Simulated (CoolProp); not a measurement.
Saturation properties of nitrogen.

The numbers come from the reference Helmholtz-energy equation of state, Span 2000 in CoolProp.

```csv
T (K),p (bar),vapour density (kg/m³),liquid cp (kJ/(kg K)),surface tension (mN/m)
83.6,1.995,8.641,2.080,7.49
88.9,3.277,13.77,2.128,6.35
94.2,5.081,20.97,2.199,5.24
99.5,7.516,30.86,2.305,4.18
104.8,10.70,44.36,2.471,3.17
110.1,14.74,62.99,2.750,2.23
115.4,19.79,89.71,3.299,1.35
120.7,26.00,132.2,4.865,0.583
```

It boils at 77.4 K under 1 atm.

Surface tension comes from a separate correlation (Mulero 2012).
